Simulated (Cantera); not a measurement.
What does this Cantera script print?

```python
import numpy as np
import cantera as ct

gas = ct.Solution("h2o2.yaml")
gas.TPX = 1025, 850, {'H2': 0.23, 'O2': 1, 'N2': 0.4}
reactor = ct.IdealGasConstPressureReactor(gas, energy="off", clone=False)
net = ct.ReactorNet([reactor])
net.rtol, net.atol = 1e-08, 1e-18
show = ['H2', 'O2', 'H2O2', 'H2O', 'H']
times = np.geomspace(3e-06, 6, 15)

steps = ct.SolutionArray(gas, extra=["t"])
rows = []
print(f"{'t/s':>10s}{'T/K':>9s}{'P/Pa':>11s}" + "".join(f"{s:>11s}" for s in show))
for t in times:
    while net.time < t:
        t_next = net.step()
        steps.append(gas.state, t=t_next)
    rows.append([np.interp(t, steps.t, y) for y in (steps.T, steps.P, *steps(*show).X.T)])
    print(f"{t:10.3e}{rows[-1][0]:9.1f}{rows[-1][1]:11.4g}" + "".join(f"{x:11.3e}" for x in rows[-1][2:]))
rate = np.gradient(steps.T, steps.t)
print("integrator steps:", len(steps.t))
if steps.T.max() > steps.T[0] + 200:
    print(f"time of steepest temperature rise: {steps.t[rate.argmax()]:.4e} s")
gas.TPX = 1025, 850, {'H2': 0.23, 'O2': 1, 'N2': 0.4}
gas.equilibrate("TP")
print(f"equilibrium (TP): T = {gas.T:.1f} K  " + "  ".join(f"{s} {gas[s].X[0]:.3e}" for s in show))
```

It prints:

```
       t/s      T/K       P/Pa         H2         O2       H2O2        H2O          H
 3.000e-06   1025.0        850  1.411e-01  6.135e-01  5.864e-18  3.431e-16  3.114e-12
 8.457e-06   1025.0        850  1.411e-01  6.135e-01  4.638e-17  7.229e-15  8.698e-12
 2.384e-05   1025.0        850  1.411e-01  6.135e-01  3.694e-16  1.516e-13  2.400e-11
 6.720e-05   1025.0        850  1.411e-01  6.135e-01  2.930e-15  2.823e-12  6.541e-11
 1.894e-04   1025.0        850  1.411e-01  6.135e-01  2.330e-14  4.448e-11  1.898e-10
 5.339e-04   1025.0        850  1.411e-01  6.135e-01  1.857e-13  6.922e-10  8.432e-10
 1.505e-03   1025.0        850  1.411e-01  6.135e-01  1.527e-12  2.795e-08  1.886e-08
 4.243e-03   1025.0        850  1.409e-01  6.134e-01  3.003e-10  1.234e-04  7.861e-05
 1.196e-02   1025.0        850  5.834e-03  5.479e-01  9.819e-08  1.126e-01  4.630e-02
 3.371e-02   1025.0        850  2.749e-03  5.687e-01  1.383e-07  1.378e-01  1.384e-02
 9.503e-02   1025.0        850  4.632e-04  5.817e-01  1.710e-07  1.501e-01  8.483e-04
 2.679e-01   1025.0        850  4.283e-05  5.839e-01  1.128e-07  1.516e-01  2.322e-05
 7.551e-01   1025.0        850  4.953e-06  5.841e-01  4.847e-08  1.518e-01  1.005e-06
 2.129e+00   1025.0        850  8.536e-07  5.841e-01  1.939e-08  1.518e-01  8.010e-08
 6.000e+00   1025.0        850  1.971e-07  5.841e-01  7.783e-09  1.518e-01  9.589e-09
integrator steps: 1839
equilibrium (TP): T = 1025.0 K  H2 3.922e-10  O2 5.842e-01  H2O2 4.117e-11  H2O 1.518e-01  H 9.420e-13
```

Computed with Cantera and the H2/O2 subset of GRI-Mech 3.0, which has no nitrogen chemistry. Radical loss at walls, strong at low pressure, is not modelled. The temperature is held fixed by assumption; the heat of reaction is taken as removed at once.
